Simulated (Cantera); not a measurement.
An isothermal plug-flow reactor at 623 K and 0.800 bar (inlet), inlet velocity 2.3 m/s, active area per volume 1800 1/m; feed CO : O₂ : N₂ : H₂O = 0.0034 : 0.022 : 0.79 : 0.015 (molar parts), equivalence ratio 0.077.

Model: Deutschmann's 1995 Pt surface mechanism with GRI-Mech 3.0 gas chemistry, integrated in Cantera. Catalytic surfaces can have several steady states; this one follows from the mechanism file's or the stated starting coverage. Mass transfer to the wall is taken as infinitely fast.

**Question.** Predict: x(CO) at z = 0.012 m; x(O₂) at z = 0.012 m; x(H₂O) at z = 0.012 m; x(CO₂) at z = 0.012 m; θ(free Pt) at the exit; θ(O*) at the exit; θ(OH*) at the exit.

**Answer.** 
- x(CO) at z = 0.012 m: 0.00131
- x(O₂) at z = 0.012 m: 0.0251
- x(H₂O) at z = 0.012 m: 0.0181
- x(CO₂) at z = 0.012 m: 0.00279
- θ(free Pt) at the exit: 0.00779
- θ(O*) at the exit: 0.988
- θ(OH*) at the exit: 0.00371
